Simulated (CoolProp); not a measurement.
Vapour-liquid equilibrium of propane (1) + R152A (2) at 17.85 °C; x and y are mole fractions of (1).

The numbers come from the multi-fluid Helmholtz-energy mixture model, Lemmon 2009 and Outcalt 1996; pair parameters Bell 2016 in CoolProp.

```csv
x,"bubble pressure, mixture model (MPa)","bubble pressure, Raoult's law (MPa)","y, mixture model","y, Raoult's law"
0.05,0.5600,0.4954,0.167,0.080
0.2,0.7261,0.5419,0.417,0.292
0.35,0.8162,0.5884,[?],0.470
0.5,0.8638,0.6350,[?],0.622
0.65,0.8857,0.6815,[?],0.754
0.8,0.8818,0.7280,0.766,0.868
0.95,0.8285,0.7746,0.917,0.969
```

Question: What belongs in the gaps?

Answer: 
- 0.35, y, mixture model: 0.533
- 0.5, y, mixture model: 0.610
- 0.65, y, mixture model: 0.679

The largest gap from Raoult's law is +38.7 % in bubble pressure, at x = 0.35. y crosses x between x = 0.65 and 0.8: the model has an azeotrope there.

Pair parameters are fitted to limited data, so mixtures are less certain than the pure fluids.
